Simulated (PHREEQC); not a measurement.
Solution (20 °C): 0.0043 mol/kgw Cu(NO3)2, 0.0049 mol/kgw HNO3 and 0.0011 mol/kgw FeCl3. Closed to the air; pH follows from the charge balance.

Equilibrium calculation in PHREEQC: ion-association model, wateq4f.dat.

Each row changes one thing in this solution. No solid was allowed to form.

| case | pH | ionic strength (mol/kgw) | CuCl+ (mol/kgw) | CuCl2 (mol/kgw) | CuOH+ (mol/kgw) | SI of Tenorite (CuO) | SI of Cu(OH)2 (Cu(OH)2) |
|---|---|---|---|---|---|---|---|
| as made | 2.33 | 0.0235 | 1.69e-5 | 2.06e-8 | 6.07e-9 | -5.77 | -6.79 |
| FeCl3 from 0.0011 to 0.00055 mol/kgw | [?] | 0.0206 | 8.71e-6 | 5.42e-9 | 6.43e-9 | -5.72 | -6.74 |
| FeCl3 replaced by MgCl2 at the same molality | 2.36 | 0.0211 | 1.16e-5 | 9.65e-9 | 6.71e-9 | -5.68 | -6.70 |
| FeCl3 replaced by NaCl at the same molality | 2.36 | 0.0189 | 5.94e-6 | 2.50e-9 | 6.79e-9 | -5.68 | -6.70 |
| temperature from 20 to 80 °C | 2.27 | 0.0218 | 0.000183 | 3.62e-7 | 5.00e-9 | -3.98 | -5.00 |
| temperature from 20 to 75 °C | 2.28 | 0.0219 | 0.000157 | 3.01e-7 | 5.07e-9 | -4.10 | -5.12 |
| FeCl3 from 0.0011 to 0.0055 mol/kgw | [?] | 0.0463 | 6.93e-5 | 3.72e-7 | 4.32e-9 | -6.03 | -7.05 |
| FeCl3 from 0.0011 to 0.00022 mol/kgw | [?] | 0.0189 | 3.56e-6 | 8.98e-10 | 6.67e-9 | -5.69 | -6.71 |

Fill in the missing entries.


- FeCl3 from 0.0011 to 0.00055 mol/kgw, pH: 2.34
- FeCl3 from 0.0011 to 0.0055 mol/kgw, pH: 2.23
- FeCl3 from 0.0011 to 0.00022 mol/kgw, pH: 2.35

Some of these states are supersaturated (in Hematite (slow to form), Goethite (slow to form), for instance). At this temperature some constants are extrapolated from 25 °C, and those without enthalpy data are left unchanged.
